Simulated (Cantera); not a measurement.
Charge: 1 mol B, 27 mol H2, 52 mol N2, held at 0.00133 bar.

Cantera equilibrium calculation (NASA polynomials, part measured and part estimated; ideal gas, pure solids and liquids). Candidate condensed phases: B, BN; 15 gas species. The numbers say what is thermodynamically allowed, not how fast it happens.

Question: At 1377 °C, list the 3 most abundant gas species with their mole fractions, and the condensed phases.

Answer: N2 0.656, H2 0.343, H 0.00146. Condensed: BN(s).
